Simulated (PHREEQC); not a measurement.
## Brine: speciation

Consider water at 20 °C with 1.9 mol MgCl2, 0.53 mol MgSO4 and 0.34 mol NaCl per kg of water. Closed to the air; pH follows from the charge balance.

Equilibrium calculation in PHREEQC: Pitzer model, pitzer.dat.

This is a speciation only: nothing precipitates in the calculation.

What activity of water does the model give?

activity of water 0.803.

Complexes and solids missing from the database can't appear.
